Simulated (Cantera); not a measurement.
A Cantera script and its output.

```python
import numpy as np
import cantera as ct

surf = ct.Interface("ptcombust.yaml", "Pt_surf")
gas = surf.adjacent["gas"]
gas.TPX = 300, 14000, {'CH4': 0.02, 'O2': 0.11, 'N2': 0.79}
jet = ct.ImpingingJet(gas=gas, width=0.021, surface=surf)
jet.inlet.mdot, jet.inlet.T, jet.inlet.X = 0.037, 300, {'CH4': 0.02, 'O2': 0.11, 'N2': 0.79}
jet.set_refine_criteria(ratio=10, slope=0.2, curve=0.3)
show, cover = ['CH4', 'O2', 'H2O', 'OH', 'CO', 'CO2'], ["PT(S)", "H(S)", "O(S)", "OH(S)", "CO(S)", "C(S)"]

rows = []
print(f"{'Ts/K':>7s}" + "".join(f"{s:>11s}" for s in show + cover) + "   (gas at the wall, coverages)")
for i, Ts in enumerate([900, 950, 1000, 1050, 1100, 1150, 1200]):
    jet.surface.T = Ts
    if i == 0:
        surf.TP = Ts, 14000
        surf.coverages = "PT(S):0.5, O(S):0.5"
        surf.advance_coverages(1.0)
        jet.set_initial_guess(products="inlet")
    jet.solve(loglevel=0, auto=(i == 0))
    rows.append([*(jet.X[gas.species_index(s), -1] for s in show), *surf[cover].coverages])
    print(f"{Ts:7g}" + "".join(f"{x:11.3e}" for x in rows[-1]))
```

Result:

```
   Ts/K        CH4         O2        H2O         OH         CO        CO2      PT(S)       H(S)       O(S)      OH(S)      CO(S)       C(S)   (gas at the wall, coverages)
    900  1.452e-02  1.042e-01  1.349e-02  2.067e-08  5.241e-06  8.800e-03  1.815e-01  6.049e-08  8.174e-01  1.114e-03  8.225e-06  2.926e-08
    950  1.102e-02  9.678e-02  1.997e-02  6.597e-08  5.498e-06  1.306e-02  2.467e-01  1.621e-07  7.520e-01  1.237e-03  6.397e-06  3.061e-08
   1000  8.206e-03  9.084e-02  2.514e-02  1.826e-07  5.527e-06  1.646e-02  3.150e-01  3.568e-07  6.838e-01  1.244e-03  4.607e-06  2.879e-08
   1050  6.192e-03  8.660e-02  2.880e-02  4.452e-07  5.531e-06  1.889e-02  3.834e-01  6.839e-07  6.154e-01  1.179e-03  3.247e-06  2.584e-08
   1100  4.800e-03  8.370e-02  3.130e-02  9.768e-07  5.625e-06  2.054e-02  4.505e-01  1.192e-06  5.484e-01  1.079e-03  2.314e-06  2.294e-08
   1150  3.839e-03  8.173e-02  3.297e-02  1.970e-06  5.853e-06  2.165e-02  5.147e-01  1.934e-06  4.843e-01  9.668e-04  1.691e-06  2.049e-08
   1200  3.160e-03  8.041e-02  3.410e-02  3.698e-06  6.247e-06  2.238e-02  5.755e-01  2.977e-06  4.236e-01  8.543e-04  1.276e-06  1.856e-08
```

Cantera simulation using Deutschmann's 1995 Pt surface mechanism with GRI-Mech 3.0 gas chemistry; the numbers are that mechanism's predictions, not measurements. Catalytic surfaces can have several steady states; this one follows from the mechanism file's or the stated starting coverage.
